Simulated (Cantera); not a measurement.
**Moist CO burnout**

A perfectly stirred reactor is fed with 1.83 % CO, 0.856 % O2, 1.15 % H2O, 96.2 % N2, equivalence ratio 1.1, at 10.0 bar; it is held at 1375 K, and followed from long to short residence time.

Model: GRI-Mech 3.0 (53 species, 325 reactions), integrated in Cantera.

```
τ (s)       x CO      x O2   x H2O    x H2O2      x H
------  --------  --------  ------  --------  -------
13      0.000903   6.49e-6  0.0114  2.09e-10  2.12e-6
5.3     0.000914   1.06e-5  0.0114  4.61e-10  3.18e-6
2.1     0.000932   1.80e-5  0.0114   1.04e-9  4.80e-6
0.84    0.000963   3.09e-5  0.0114   2.32e-9  7.15e-6
0.33     0.00102   5.52e-5  0.0114   5.17e-9  1.06e-5
0.13     0.00113  0.000102  0.0114   1.11e-8  1.52e-5
0.052    0.00132  0.000194  0.0114   2.23e-8  2.11e-5
0.021    0.00170  0.000376  0.0114   4.14e-8  2.80e-5
0.0082   0.00246  0.000744  0.0114   7.26e-8  3.65e-5
```
x: mole fraction; the columns are a selection and need not sum to one.
